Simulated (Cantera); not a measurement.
An adiabatic, constant-pressure homogeneous reactor starts with CH3OH : O2 : N2 = 1 : 0.75 : 9 (molar parts), equivalence ratio 2.0, at 1198 K and 13.8 atm. Integrator tolerance rtol = 1e-08.

Model: GRI-Mech 3.0 (53 species, 325 reactions), integrated in Cantera. GRI-Mech 3.0 was tuned for natural gas; its chemistry of methanol as a main component is partial and can be far from experiment. The pressure lies above the range GRI-Mech 3.0 was tuned for (to about 10 atm).

**Question.** What does this change do: initial temperature 1198 to 1500 K?

**Answer.** 
```
quantity                                                              before                                      after
---------------------------------  -----------------------------------------  -----------------------------------------
time of steepest temperature rise                                    1.40 ms                                    30.6 µs
temperature at 0.100 s                                                1832 K                                     2118 K
equilibrium temperature                                               1832 K                                     2118 K
x(CH3OH) at 0.100 s                2.18e-11 (gas-phase equilibrium 4.65e-12)  1.78e-12 (gas-phase equilibrium 1.82e-12)
x(O2) at 0.100 s                   9.05e-10 (gas-phase equilibrium 9.06e-10)    8.99e-8 (gas-phase equilibrium 8.99e-8)
x(C2H4) at 0.100 s                   1.34e-12 (gas-phase equilibrium <1e-12)      <1e-12 (gas-phase equilibrium <1e-12)
x(H) at 0.100 s                      3.19e-5 (gas-phase equilibrium 3.19e-5)  0.000234 (gas-phase equilibrium 0.000234)
x(CH2) at 0.100 s                      <1e-12 (gas-phase equilibrium <1e-12)      <1e-12 (gas-phase equilibrium <1e-12)
x(HO2) at 0.100 s                  1.40e-12 (gas-phase equilibrium 1.40e-12)  1.47e-10 (gas-phase equilibrium 1.47e-10)
x(NO) at 0.100 s                     7.53e-8 (gas-phase equilibrium 2.97e-7)    6.37e-6 (gas-phase equilibrium 6.66e-6)
```
